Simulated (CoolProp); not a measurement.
Vapour-liquid equilibrium of benzene (1) + n-octane (2) at 1.26 bar; x and y are mole fractions of (1).

Computed with CoolProp (multi-fluid Helmholtz-energy mixture model, Thol 2012 and Beckmüller 2019; pair parameters Bell 2016).

Give the bubble temperature and the first vapour's composition at x = 0.05, 0.35, 0.65. Is there an azeotrope?

x = 0.05: 402.0 K, y = 0.157; x = 0.35: 380.7 K, y = 0.676; x = 0.65: 369.1 K, y = 0.866. No azeotrope shows between x = 0.05 and 0.95.

The pair parameters rest on a limited set of measurements; away from them the model extrapolates.
